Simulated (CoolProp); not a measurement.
The fluid at 250.35 K and 8.16 MPa (liquid) is heated at constant pressure to 322.4 K. The same conditions are run with several fluids, on thermodynamics alone (safety and materials aside).

Values from CoolProp's reference Helmholtz-energy equation of state of each fluid (R507A: Lemmon 2003; vinyl chloride: Thol 2022; ethane: Bücker 2006; n-perfluoropentane: Gao 2022; R13: Platzer 1990). The equations of Platzer and Polt are older, rougher fits. Blends and air are pseudo-pure fits.

### Question
Rank R507A, vinyl chloride, ethane, n-perfluoropentane, R13 by heat (kJ/kg), highest first.

### Answer
ethane (254), vinyl chloride (107), R507A (98.0), R13 (83.6), n-perfluoropentane (72.7)

```json
[
 {"fluid": "R507A", "final phase": "liquid", "final density (kg/m³)": "1010"},
 {"fluid": "vinyl chloride", "final phase": "liquid", "final density (kg/m³)": "872"},
 {"fluid": "ethane", "final phase": "supercritical", "final density (kg/m³)": "286"},
 {"fluid": "n-perfluoropentane", "final phase": "liquid", "final density (kg/m³)": "1570"},
 {"fluid": "R13", "final phase": "supercritical", "final density (kg/m³)": "866"}
]
```
